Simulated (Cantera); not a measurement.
Input (Python, Cantera):

```python
import numpy as np
import cantera as ct

gas = ct.Solution("h2o2.yaml")
gas.TPX = 1175, 2300000, {'H2': 1, 'O2': 0.617, 'N2': 2.32, 'H2O': 0.21}
reactor = ct.IdealGasConstPressureReactor(gas, energy="on", clone=False)
net = ct.ReactorNet([reactor])
net.rtol, net.atol = 1e-08, 1e-16
show = ['H2', 'O2', 'H2O', 'H', 'OH', 'H2O2', 'O']
times = np.geomspace(1e-06, 4, 15)

steps = ct.SolutionArray(gas, extra=["t"])
rows = []
print(f"{'t/s':>10s}{'T/K':>9s}{'P/Pa':>11s}" + "".join(f"{s:>11s}" for s in show))
for t in times:
    while net.time < t:
        t_next = net.step()
        steps.append(gas.state, t=t_next)
    rows.append([np.interp(t, steps.t, y) for y in (steps.T, steps.P, *steps(*show).X.T)])
    print(f"{t:10.3e}{rows[-1][0]:9.1f}{rows[-1][1]:11.4g}" + "".join(f"{x:11.3e}" for x in rows[-1][2:]))
rate = np.gradient(steps.T, steps.t)
print("integrator steps:", len(steps.t))
if steps.T.max() > steps.T[0] + 200:
    print(f"time of steepest temperature rise: {steps.t[rate.argmax()]:.4e} s")
gas.TPX = 1175, 2300000, {'H2': 1, 'O2': 0.617, 'N2': 2.32, 'H2O': 0.21}
gas.equilibrate("HP")
print(f"equilibrium (HP): T = {gas.T:.1f} K  " + "  ".join(f"{s} {gas[s].X[0]:.3e}" for s in show))
```

Result:

```
       t/s      T/K       P/Pa         H2         O2        H2O          H         OH       H2O2          O
 1.000e-06   1175.0    2.3e+06  2.411e-01  1.488e-01  5.064e-02  8.064e-10  7.486e-11  1.019e-09  1.498e-10
 2.962e-06   1175.0    2.3e+06  2.411e-01  1.488e-01  5.064e-02  9.182e-10  9.075e-11  8.975e-09  1.706e-10
 8.773e-06   1175.0    2.3e+06  2.411e-01  1.488e-01  5.064e-02  1.347e-09  1.767e-10  7.609e-08  2.502e-10
 2.599e-05   1175.0    2.3e+06  2.411e-01  1.488e-01  5.064e-02  3.657e-09  7.894e-10  6.553e-07  6.797e-10
 7.697e-05   1175.2    2.3e+06  2.411e-01  1.487e-01  5.067e-02  3.416e-08  1.069e-08  1.071e-05  6.347e-09
 2.280e-04   1226.7    2.3e+06  2.346e-01  1.450e-01  5.746e-02  4.546e-06  2.002e-06  8.149e-04  8.663e-07
 6.752e-04   2733.4    2.3e+06  6.296e-03  3.090e-02  3.151e-01  1.073e-03  1.417e-02  2.965e-06  1.531e-03
 2.000e-03   2733.4    2.3e+06  6.296e-03  3.090e-02  3.151e-01  1.073e-03  1.417e-02  2.965e-06  1.531e-03
 5.924e-03   2733.4    2.3e+06  6.296e-03  3.090e-02  3.151e-01  1.073e-03  1.417e-02  2.965e-06  1.531e-03
 1.755e-02   2733.4    2.3e+06  6.296e-03  3.090e-02  3.151e-01  1.073e-03  1.417e-02  2.965e-06  1.531e-03
 5.197e-02   2733.4    2.3e+06  6.296e-03  3.090e-02  3.151e-01  1.073e-03  1.417e-02  2.965e-06  1.531e-03
 1.539e-01   2733.4    2.3e+06  6.296e-03  3.090e-02  3.151e-01  1.073e-03  1.417e-02  2.965e-06  1.531e-03
 4.559e-01   2733.4    2.3e+06  6.296e-03  3.090e-02  3.151e-01  1.073e-03  1.417e-02  2.965e-06  1.531e-03
 1.350e+00   2733.4    2.3e+06  6.296e-03  3.090e-02  3.151e-01  1.073e-03  1.417e-02  2.965e-06  1.531e-03
 4.000e+00   2733.4    2.3e+06  6.296e-03  3.090e-02  3.151e-01  1.073e-03  1.417e-02  2.965e-06  1.531e-03
integrator steps: 1245
time of steepest temperature rise: 2.5028e-04 s
equilibrium (HP): T = 2733.4 K  H2 6.296e-03  O2 3.090e-02  H2O 3.151e-01  H 1.073e-03  OH 1.417e-02  H2O2 2.965e-06  O 1.531e-03
```

Detailed kinetics in Cantera: the H2/O2 subset of GRI-Mech 3.0, which has no nitrogen chemistry. The hydrogen kinetics of GRI-Mech 3.0 are dated; newer H2 mechanisms differ, most at raised pressure. The pressure lies above the range GRI-Mech 3.0 was tuned for (to about 10 atm).
